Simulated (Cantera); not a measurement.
A closed system holds: 1 mol SiCl₄, 2.7 mol N₂O, 2 mol H₂, 2.3 mol H₂O, equilibrated at 673 K and 3500 Pa.

These are equilibrium values from Cantera (NASA tables, ideal gas, pure condensed phases), not measurements of a reactor. Candidate condensed phases: H₂O, NH₄Cl, Si, SiO₂, Si₂N₂O, Si₃N₄; 47 gas species. Kinetics and transport are ignored.

Base state: HCl 0.321, H₂O 0.313, N₂ 0.297, Cl₂ 0.0598, O₂ 0.00864 (mole fractions); condensed: SiO₂(α-quartz).

Problem. What changes in the equilibrium state with this change: H₂O from 2.3 to 0.21 mol?

Solution. 
```json
[
 {"species": "N₂", "before": "0.297", "after": "0.390"},
 {"species": "HCl", "before": "0.321", "after": "0.383"},
 {"species": "H₂O", "before": "0.313", "after": "0.128"},
 {"species": "Cl₂", "before": "0.0598", "after": "0.0974"},
 {"species": "O₂", "before": "0.00864", "after": "0.00187"},
 {"species": "SiO₂(α-quartz), mol", "before": "1.00", "after": "1.00"}
]
```
